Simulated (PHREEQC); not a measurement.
Dissolve 0.15 mol/kgw Cu(NO3)2, 0.01 mol/kgw HNO3 and 0.031 mol/kgw NaCl at 25 °C. Closed to the air; pH follows from the charge balance.

Model: ion-association model, phreeqc.dat, run in PHREEQC.

```tsv
quantity	before	after
pH	2.12	2.25
ionic strength (mol/kgw)	0.485	0.523
Cl- (mol/kgw)	0.0282	0.0286
CuCl+ (mol/kgw)	0.00281	0.00242
CuCl2 (mol/kgw)	1.61e-5	1.38e-5
CuOH+ (mol/kgw)	7.36e-8	8.53e-8
SI of Halite (NaCl)	-4.96	-4.40
```

Task: What was changed between the two runs?
A. NaCl from 0.031 to 0.0465 mol/kgw
B. 0.042 mol/kgw Na2SO4 added
C. diluted 5-fold with water
D. diluted 2-fold with water

Result: B, 0.042 mol/kgw Na2SO4 added

Precipitation was switched off in this run.
